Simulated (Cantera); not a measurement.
What does this Cantera script print?

```python
import numpy as np
import cantera as ct

gas = ct.Solution("gri30.yaml")
gas.TPX = 1150, 2300000, {'CH4': 1, 'CO': 0.23, 'O2': 5.72, 'N2': 21.5, 'CO2': 1.4}
reactor = ct.IdealGasReactor(gas, energy="on", clone=False)
net = ct.ReactorNet([reactor])
net.rtol, net.atol = 1e-08, 1e-16
show = ['CH4', 'CO', 'O2', 'NO2', 'C2H6']
times = np.geomspace(2e-06, 3, 13)

steps = ct.SolutionArray(gas, extra=["t"])
rows = []
print(f"{'t/s':>10s}{'T/K':>9s}{'P/Pa':>11s}" + "".join(f"{s:>11s}" for s in show))
for t in times:
    while net.time < t:
        t_next = net.step()
        steps.append(gas.state, t=t_next)
    rows.append([np.interp(t, steps.t, y) for y in (steps.T, steps.P, *steps(*show).X.T)])
    print(f"{t:10.3e}{rows[-1][0]:9.1f}{rows[-1][1]:11.4g}" + "".join(f"{x:11.3e}" for x in rows[-1][2:]))
rate = np.gradient(steps.T, steps.t)
print("integrator steps:", len(steps.t))
if steps.T.max() > steps.T[0] + 200:
    print(f"time of steepest temperature rise: {steps.t[rate.argmax()]:.4e} s")
gas.TPX = 1150, 2300000, {'CH4': 1, 'CO': 0.23, 'O2': 5.72, 'N2': 21.5, 'CO2': 1.4}
gas.equilibrate("UV")
print(f"equilibrium (UV): T = {gas.T:.1f} K  " + "  ".join(f"{s} {gas[s].X[0]:.3e}" for s in show))
```

Output:

```
       t/s      T/K       P/Pa        CH4         CO         O2        NO2       C2H6
 2.000e-06   1150.0    2.3e+06  3.350e-02  7.705e-03  1.916e-01  6.468e-26  9.484e-14
 6.542e-06   1150.0    2.3e+06  3.350e-02  7.705e-03  1.916e-01  2.470e-24  3.742e-12
 2.140e-05   1150.0    2.3e+06  3.350e-02  7.705e-03  1.916e-01  9.130e-23  1.480e-10
 6.999e-05   1150.0    2.3e+06  3.350e-02  7.705e-03  1.916e-01  3.908e-21  7.230e-09
 2.289e-04   1150.0    2.3e+06  3.350e-02  7.704e-03  1.916e-01  2.881e-19  4.093e-07
 7.489e-04   1150.4  2.301e+06  3.345e-02  7.701e-03  1.916e-01  3.084e-17  7.117e-06
 2.449e-03   1156.9  2.314e+06  3.281e-02  7.734e-03  1.910e-01  9.110e-15  9.521e-05
 8.012e-03   2113.9  4.213e+06  3.361e-22  1.279e-04  1.208e-01  2.162e-06 -4.999e-38
 2.621e-02   2110.8  4.207e+06  4.107e-22  1.253e-04  1.203e-01  1.004e-05  2.137e-40
 8.572e-02   2103.3  4.192e+06  3.488e-22  1.194e-04  1.189e-01  2.888e-05  1.682e-40
 2.804e-01   2095.7  4.177e+06  2.965e-22  1.136e-04  1.176e-01  4.801e-05  1.250e-40
 9.172e-01   2094.8  4.175e+06  2.906e-22  1.129e-04  1.174e-01  5.038e-05  1.205e-40
 3.000e+00   2094.8  4.175e+06  2.906e-22  1.129e-04  1.174e-01  5.038e-05  1.205e-40
integrator steps: 2148
time of steepest temperature rise: 3.4057e-03 s
equilibrium (UV): T = 2094.8 K  CH4 4.146e-22  CO 1.129e-04  O2 1.174e-01  NO2 5.038e-05  C2H6 1.749e-40
```

Detailed kinetics in Cantera: GRI-Mech 3.0 (53 species, 325 reactions). The pressure lies above the range GRI-Mech 3.0 was tuned for (to about 10 atm).
